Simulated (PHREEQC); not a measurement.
Dissolve 0.004 mol FeCl3, 0.0021 mol CaCl2, 0.0001 mol HCl and 0.15 mol Na2SO4 per kg of water at 25 °C. Closed to the air; pH follows from the charge balance.

The numbers come from PHREEQC with the ion-association model, wateq4f.dat.

```tsv
quantity	before	after
pH	3.58	4.70
ionic strength (mol/kgw)	0.384	0.382
Na+ (mol/kgw)	0.266	0.265
SO4-2 (mol/kgw)	0.110	0.114
NaSO4- (mol/kgw)	0.0339	0.0350
CaSO4 (mol/kgw)	0.00117	0.00119
SI of Gypsum (CaSO4:2H2O)	-0.62	-0.61
SI of Mirabilite (Na2SO4:10H2O)	-1.96	-1.95
```

Problem. Which change was made?
(A) diluted 2-fold with water
(B) diluted 10-fold with water
(C) temperature from 25 to 30 °C
(D) FeCl3 left out
(E) CaCl2 from 0.0021 to 0.00189 mol/kgw

Solution. D, FeCl3 left out

This is a speciation only: nothing precipitates in the calculation. Some of these states are supersaturated (in Jarosite-Na, Fe(OH)3(a), for instance).
